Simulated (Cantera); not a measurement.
Feed: 1 mol C3H6, 1.1 mol H2O, 0.97 mol H2, at 133 Pa.

Equilibrium computed with Cantera from the NASA thermochemical tables; the gas is ideal and each condensed phase is pure. Candidate condensed phases: C, C6H6, C7H8, C8H18, H2O; 110 gas species. Kinetics and transport are ignored. All values below are at 2523 K.

Base state: H 0.473, H2 0.386, CO 0.136, C2H2 (acetylene) 0.00459, C3 0.000531, C2H 0.000424, C 0.000171, C2 4.92e-5 (mole fractions); condensed: C(graphite).

Question: What changes in the equilibrium state with this change: H2O from 1.1 to 4.7 mol?

Answer: 
```csv
species,before,after
H,0.473,0.410
H2,0.386,0.290
CO,0.136,0.190
H2O,1.61e-9,0.0643
OH,<1e-9,0.0193
O,<1e-9,0.0179
CO2,<1e-9,0.00673
C2H2 (acetylene),0.00459,<1e-9
O2,<1e-9,0.00163
C3,0.000531,<1e-9
C2H,0.000424,<1e-9
"C(graphite), mol",1.80,0
```
